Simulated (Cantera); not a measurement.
Input (Python, Cantera) and output of one run.

```python
import numpy as np
import cantera as ct

gas_names = """
    Cr CrN H H2 N NH NH2 NH3 N2 N2H2 N2H4
""".split()
cond_names = """
    Cr(cr) Cr(L) CrN(s) Cr2N(s)
""".split()


# ... load() reads the species with a 1 bar reference pressure and builds the phases ...
atoms = {
    'Cr': {'Cr': 1},
    'N2': {'N': 2},
    'H2': {'H': 2},
}
top_T = {'CrN(s)': 1900, 'Cr2N(s)': 1900}  # K; cautious upper limits of use, not melting points


# ... equilibrate(T, P, feed) seeds the gas with the atoms and calls Mixture.equilibrate('TP', solver="vcs", rtol=1e-11, max_steps=5000) ...
results = []
feed = {'Cr': 1, 'N2': 16, 'H2': 6.8}  # mol
P = 4.6  # Pa
for T in [848, 898, 948, 998, 1048, 1098, 1148]:
    mix = equilibrate(T, P, feed)
    results.append((T, P, feed, dict(zip(mix.species_names, mix.species_moles))))

top = {s: max(r[3][s] / sum(r[3][g] for g in gas_names) for r in results) for s in gas_names}
cols = sorted((s for s in top if top[s] > 0.001), key=lambda s: -top[s])[:5]
seen = [c for c in cond_names if any(r[3].get(c, 0) > 1e-12 for r in results)]
print("log10 of partial pressures in bar; condensed amounts in mol")
print(f"{'T/K':>10s}" + "".join(f"{s[:9]:>10s}" for s in cols + seen))
for T, P, feed, n in results:
    ng = sum(n[g] for g in gas_names)
    print(f"{T:10.4g}" + "".join(f"{np.log10(max(n[s] / ng * P / 1e5, 1e-99)):10.3f}" for s in cols)
          + "".join(f"{n.get(c, 0):10.4g}" for c in seen))
```

It prints:

```
log10 of partial pressures in bar; condensed amounts in mol
       T/K        N2        H2    Cr(cr)    CrN(s)   Cr2N(s)
       848    -4.495    -4.853         0         1         0
       898    -4.493    -4.858         0         0       0.5
       948    -4.493    -4.858         0         0       0.5
       998    -4.493    -4.858         0         0       0.5
      1048    -4.493    -4.858         0         0       0.5
      1098    -4.491    -4.863         1         0         0
      1148    -4.491    -4.863         1         0         0
```

Cantera equilibrium calculation (NASA polynomials, part measured and part estimated; ideal gas, pure solids and liquids).
